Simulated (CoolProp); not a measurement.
Vapour-liquid equilibrium of R152A (1) + R227EA (2) at 0.523 MPa; x and y are mole fractions of (1).

Values from CoolProp's multi-fluid Helmholtz-energy mixture model, Outcalt 1996 and Lemmon 2016; pair parameters Bell 2016.

```tsv
x	bubble temperature (K)	y at the bubble point	dew temperature at overall composition x (K)	liquid density (mol/L)
0.05	302.5	0.057	302.6	8.234
0.2	301.3	0.236	301.6	8.850
0.35	299.7	0.411	300.3	9.541
0.5	298.0	0.570	298.8	10.32
0.65	296.4	0.709	297.1	11.19
0.8	295.1	0.835	295.4	12.20
0.95	294.1	0.957	294.1	13.35
```

No azeotrope shows between x = 0.05 and 0.95.

Pair parameters are fitted to limited data, so mixtures are less certain than the pure fluids. The gap from Raoult's law changes sign with composition, which may be real or a fault of the pair parameters; it wasn't checked against measurements.
